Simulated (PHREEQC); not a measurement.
Make-up at 25 °C: 0.0013 mol/kgw NH3, 8e-05 mol/kgw H3BO3 and 0.0042 mol/kgw K3PO4. Closed to the air; pH follows from the charge balance.

The numbers come from PHREEQC with the ion-association model, phreeqc.dat.

```
quantity                    before     after
------------------------  --------  --------
pH                           11.45     11.06
ionic strength (mol/kgw)    0.0184    0.0187
HPO4-2 (mol/kgw)           0.00331   0.00376
PO4-3 (mol/kgw)           0.000846  0.000389
NH4+ (mol/kgw)             9.28e-6   4.56e-5
H3BO3 (mol/kgw)            4.26e-7   1.05e-6
```

What was changed between the two runs?
A) diluted 10-fold with water
B) NH3 replaced by (NH4)2CO3 at the same molality
C) NH3 replaced by NH4HS at the same molality
D) K3PO4 replaced by Na2HPO4 at the same molality

B, NH3 replaced by (NH4)2CO3 at the same molality

This is a speciation only: nothing precipitates in the calculation.
